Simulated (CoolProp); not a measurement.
Vapour-liquid equilibrium of n-hexane (1) + cyclohexane (2) at 187.85 °C; x and y are mole fractions of (1).

The numbers come from the multi-fluid Helmholtz-energy mixture model, Thol 2019 and Zhou 2014; pair parameters Bell 2016 in CoolProp.

Problem. Give the bubble pressure and the first vapour's composition at x = 0.35, 0.55, 0.95. Is there an azeotrope?

Solution. x = 0.35: 12.50 bar, y = 0.401; x = 0.55: 13.25 bar, y = 0.597; x = 0.95: 14.67 bar, y = 0.957. No azeotrope shows between x = 0.05 and 0.95.

The pair parameters rest on a limited set of measurements; away from them the model extrapolates.
